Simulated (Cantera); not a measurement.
Input (Python, Cantera) and output of one run.

```python
import numpy as np
import cantera as ct

gas_names = """
    B BCL BCL2 BCL3 BH BH2 BH3 BO BOCL BO2 B2 B2O B2O2 B2O3 B3O3CL3 B3O3H3 CL CLO CL2 H HBO HBO2 HCL
    HOCL HO2 H2 H2O H2O2 H3B3O6 O OH O2 O3
""".split()
cond_names = """
    B(b) B(L) B2O3(L) B3O3H3(cr) H2O(s) H2O(L)
""".split()


# ... load() reads the species with a 1 bar reference pressure and builds the phases ...
atoms = {
    'BCl3': {'B': 1, 'CL': 3},
    'H2O': {'H': 2, 'O': 1},
}
top_T = {}  # K; cautious upper limits of use, not melting points


# ... equilibrate(T, P, feed) seeds the gas with the atoms and calls Mixture.equilibrate('TP', solver="vcs", rtol=1e-11, max_steps=5000) ...
results = []
feed = {'BCl3': 1, 'H2O': 1.6}  # mol
T = 1698  # K
P = 19000  # Pa
mix = equilibrate(T, P, feed)
results.append((T, P, feed, dict(zip(mix.species_names, mix.species_moles))))
x = sorted(zip(gas.X, gas.species_names), reverse=True)
print(f"T = {T:g} K  P = {P:g} Pa  gas = {mix.phase_moles(0):.4g} mol")
print("   x: " + "  ".join(f"{s} {v:.3e}" for v, s in x if v > 1e-06))
print("   condensed (mol): " + ("  ".join(f"{mix.phase(i).name} {mix.phase_moles(i):.4g}"
      for i in range(1, mix.n_phases) if mix.phase_moles(i) > 1e-12) or "none"))
```

It prints:

```
T = 1698 K  P = 19000 Pa  gas = 3.179 mol
   x: HCL 9.350e-01  HBO2 3.335e-02  H2O 1.666e-02  CL 4.807e-03  B2O3 3.989e-03  BOCL 3.406e-03  H2 2.518e-03  CL2 1.215e-04  BCL3 8.703e-05  B3O3CL3 3.265e-05  H 1.665e-05  BO2 1.382e-05  HBO 8.134e-06  OH 5.661e-06  H3B3O6 2.764e-06  BO 1.078e-06
   condensed (mol): B2O3(L) 0.4286
```

Method: chemical equilibrium by Gibbs-energy minimisation in Cantera with the NASA 1993 tables (ideal gas, pure condensed phases). The tables' values for BOCl are old estimates; treat these amounts as uncertain. Gases not in the tables: H3BO3.
